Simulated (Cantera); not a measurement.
Input (Python, Cantera) and output of one run.

```python
import numpy as np
import cantera as ct

gas_names = [...]  # 87 gases of nasa_gas.yaml made of C, H, Si
cond_names = """
    C(gr) C6H6(L) C7H8(L) C8H18(L),n-octa Si(cr) Si(L) SiC(b)
""".split()


# ... load() reads the species with a 1 bar reference pressure and builds the phases ...
atoms = {
    'CH3SiH3': {'C': 1, 'H': 6, 'Si': 1},
    'C2H4': {'C': 2, 'H': 4},
    'H2': {'H': 2},
}
top_T = {'C(gr)': 4500, 'SiC(b)': 3050}  # K; cautious upper limits of use, not melting points


# ... equilibrate(T, P, feed) seeds the gas with the atoms and calls Mixture.equilibrate('TP', solver="vcs", rtol=1e-11, max_steps=5000) ...
results = []
feed = {'CH3SiH3': 1, 'C2H4': 0.37, 'H2': 1.3}  # mol
P = 1000  # Pa
for T in [1200, 1400, 1600, 1800, 2000, 2200, 2400, 2600]:
    mix = equilibrate(T, P, feed)
    results.append((T, P, feed, dict(zip(mix.species_names, mix.species_moles))))

top = {s: max(r[3][s] / sum(r[3][g] for g in gas_names) for r in results) for s in gas_names}
cols = sorted((s for s in top if top[s] > 0.0001), key=lambda s: -top[s])[:9]
seen = [c for c in cond_names if any(r[3].get(c, 0) > 1e-12 for r in results)]
print("log10 of partial pressures in bar; condensed amounts in mol")
print(f"{'T/K':>10s}" + "".join(f"{s[:9]:>10s}" for s in cols + seen))
for T, P, feed, n in results:
    ng = sum(n[g] for g in gas_names)
    print(f"{T:10.4g}" + "".join(f"{np.log10(max(n[s] / ng * P / 1e5, 1e-99)):10.3f}" for s in cols)
          + "".join(f"{n.get(c, 0):10.4g}" for c in seen))
```

Output:

```
log10 of partial pressures in bar; condensed amounts in mol
       T/K        H2         H        Si      SiC2 C2H2,acet      Si2C       SiH       C2H       Si2     C(gr)    SiC(b)
      1200    -2.000    -7.705   -14.631   -18.794    -8.989   -18.747   -14.455   -18.434   -21.468    0.7392         1
      1400    -2.000    -6.313   -11.404   -14.561    -7.599   -14.589   -11.706   -14.925   -16.949    0.7398         1
      1600    -2.000    -5.265    -8.989   -11.399    -6.561   -11.488    -9.651   -12.299   -13.571    0.7396         1
      1800    -2.002    -4.447    -7.116    -8.953    -5.758    -9.090    -8.060   -10.260   -10.953    0.7382         1
      2000    -2.008    -3.793    -5.622    -7.005    -5.122    -7.184    -6.794    -8.635    -8.867    0.7336    0.9986
      2200    -2.028    -3.263    -4.403    -5.420    -4.619    -5.634    -5.771    -7.315    -7.168    0.7358    0.9739
      2400    -2.098    -2.847    -3.389    -4.106    -4.255    -4.351    -4.948    -6.244    -5.757    0.8995    0.6591
      2600    -2.248    -2.540    -3.018    -3.484    -4.038    -4.239    -4.783    -5.385    -5.536     1.098         0
```

These are equilibrium values from Cantera (NASA tables, ideal gas, pure condensed phases), not measurements of a reactor. The feed counts by its element totals alone. Gases not in the tables: Si2H6 and higher silanes.
